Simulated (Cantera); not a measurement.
Cantera run:

```python
import numpy as np
import cantera as ct

gas_names = """
    N2 H2 H2O VO2 O2
""".split()
cond_names = """
    V2O5(s) V2O5(L) VN(s)
""".split()


def load(file, names, dense=False):
    # The tables refer to 1 bar. Condensed volumes are neglected.
    table = {s.name: s for s in ct.Species.list_from_file(file)}
    out = []
    for n in names:
        d = dict(table[n].input_data)
        d["thermo"] = dict(d["thermo"], **{"reference-pressure": 1e5})
        if dense:
            d["equation-of-state"] = {"model": "constant-volume", "density": "1e6 g/cm^3"}
        out.append(ct.Species.from_dict(d))
    return out


species = {s.name: s for s in load("nasa_gas.yaml", gas_names) + load("nasa_condensed.yaml", cond_names)}
# Each term lists the table entries of one substance; the one whose range holds T is used.
reactions = {
    'V2O5 + N2(g) + 5 H2(g) = 5 H2O(g) + 2 VN':
        [(-1, ['V2O5(s)', 'V2O5(L)']), (-1, ['N2']), (-5, ['H2']), (5, ['H2O']), (2, ['VN(s)'])],
    'N2(g) + 2 VO2(g) = 2 O2(g) + 2 VN':
        [(-1, ['N2']), (-2, ['VO2']), (2, ['O2']), (2, ['VN(s)'])],
}


def pick(names, T):
    return next(species[n] for n in names if species[n].thermo.min_temp <= T <= species[n].thermo.max_temp)


results = []
for label, terms in reactions.items():
    print(label)
    print("     T/K   dH/kJ  dS/(J/K)   dG/kJ   log10 K")
    for T in [300, 1548, 1648, 1748, 1848, 1948, 2048, 2148, 2248]:
        used = [(nu, pick(names, T)) for nu, names in terms]
        dH = sum(nu * s.thermo.h(T) for nu, s in used) / 1e6
        dS = sum(nu * s.thermo.s(T) for nu, s in used) / 1e3
        dG = dH - T * dS / 1e3
        logK = -dG * 1e6 / (ct.gas_constant * T * np.log(10))
        results.append((label, T, dH, dS, dG, logK, [s.name for _, s in used]))
        print(f"{T:8g} {dH:8.1f} {dS:8.1f} {dG:8.1f} {logK:8.2f}")
```

Output:

```
V2O5 + N2(g) + 5 H2(g) = 5 H2O(g) + 2 VN
     T/K   dH/kJ  dS/(J/K)   dG/kJ   log10 K
     300    -92.9     42.7   -105.7    18.41
    1548   -226.8   -123.9    -35.0     1.18
    1648   -229.6   -125.7    -22.5     0.71
    1748   -232.0   -127.1     -9.9     0.30
    1848   -233.9   -128.1      2.9    -0.08
    1948   -235.4   -128.9     15.7    -0.42
    2048   -236.6   -129.5     28.7    -0.73
    2148   -237.4   -129.9     41.6    -1.01
    2248   -237.9   -130.1     54.6    -1.27
N2(g) + 2 VO2(g) = 2 O2(g) + 2 VN
     T/K   dH/kJ  dS/(J/K)   dG/kJ   log10 K
     300     31.0   -237.2    102.2   -17.79
    1548     70.6   -190.2    365.0   -12.32
    1648     75.0   -187.4    383.9   -12.17
    1748     79.6   -184.7    402.5   -12.03
    1848     84.5   -182.0    420.8   -11.89
    1948     89.5   -179.3    438.9   -11.77
    2048     94.7   -176.7    456.7   -11.65
    2148    100.2   -174.1    474.2   -11.53
    2248    105.8   -171.6    491.5   -11.42
```

Cantera with NASA thermochemical tables; ideal gases at 1 bar, condensed phases pure. VN: taken at fixed stoichiometry. Condensed species are held in their standard states even where they would react or evaporate.
